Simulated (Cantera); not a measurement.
Input: 1 mol LiOH, 8.1 mol H2O, 0.7 mol H2, held at 1125 K and 2030 Torr.

Cantera equilibrium calculation (NASA polynomials, part measured and part estimated; ideal gas, pure solids and liquids). Candidate condensed phases: H2O, Li, LiH, LiOH, Li2O; 17 gas species. The numbers say what is thermodynamically allowed, not how fast it happens.

Base state: H2O 0.920, H2 0.0795, LiOH 5.85e-5 (mole fractions); condensed: LiOH(l).

Task: What changes in the equilibrium state with this change: temperature from 1125 K to 1925 K?

Result: 
```json
[
 {"species": "H2O", "before": "0.920", "after": "0.827"},
 {"species": "LiOH", "before": "5.85e-5", "after": "0.101"},
 {"species": "H2", "before": "0.0795", "after": "0.0713"},
 {"species": "Li", "before": "<1e-9", "after": "0.000278"},
 {"species": "OH", "before": "<1e-9", "after": "0.000156"},
 {"species": "LiOH(l), mol", "before": "0.999", "after": "0"}
]
```
